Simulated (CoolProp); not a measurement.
Values from CoolProp's reference Helmholtz-energy equation of state, Wu 2011.

Problem. For dimethyl ether, give the phase and the cv (kJ/(kg K)), Joule-Thomson coefficient (K/MPa), isothermal compressibility (1/MPa), fugacity coefficient at 352.7 K and 0.682 MPa; 360.7 K and 0.682 MPa.

Solution. 
- 352.7 K and 0.682 MPa: gas; cv 1.47, Joule-Thomson coefficient 14.1, isothermal compressibility 1.59, fugacity coefficient 0.932
- 360.7 K and 0.682 MPa: gas; cv 1.48, Joule-Thomson coefficient 13.1, isothermal compressibility 1.58, fugacity coefficient 0.937
